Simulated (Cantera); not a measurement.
## Thermodynamics of silicon epitaxy and polysilicon growth, feed SiCl4 + HCl + H2

Charge: 1 mol SiCl4, 3.5 mol HCl, 27 mol H2, equilibrated at 56.3 Torr.

Equilibrium computed with Cantera from the NASA thermochemical tables; the gas is ideal and each condensed phase is pure. Candidate condensed phases: Si; 19 gas species. The tables' values for SiCl3 are old estimates; treat these amounts as uncertain. Kinetics and transport are ignored.

| T (K) | x H2 | x HCl | x SiCl4 | x SiCl2 | x SiHCl3 |
|---|---|---|---|---|---|
| 873 | 0.857 | 0.112 | 0.0312 | 5.50e-8 | 0.000513 |
| 923 | 0.856 | 0.112 | 0.0309 | 5.08e-7 | 0.000842 |
| 973 | 0.856 | 0.112 | 0.0304 | 3.68e-6 | 0.00130 |
| 1023 | 0.855 | 0.113 | 0.0296 | 2.15e-5 | 0.00189 |
| 1073 | 0.854 | 0.114 | 0.0286 | 0.000104 | 0.00261 |
| 1123 | 0.852 | 0.116 | 0.0269 | 0.000416 | 0.00338 |
| 1173 | 0.849 | 0.120 | 0.0244 | 0.00137 | 0.00403 |
| 1223 | 0.843 | 0.125 | 0.0205 | 0.00361 | 0.00426 |
| 1273 | 0.835 | 0.133 | 0.0156 | 0.00751 | 0.00391 |
x: gas mole fraction; nothing condenses.

From 873 K to 1273 K nothing is condensed. The main Si-bearing gas is SiCl4 throughout.
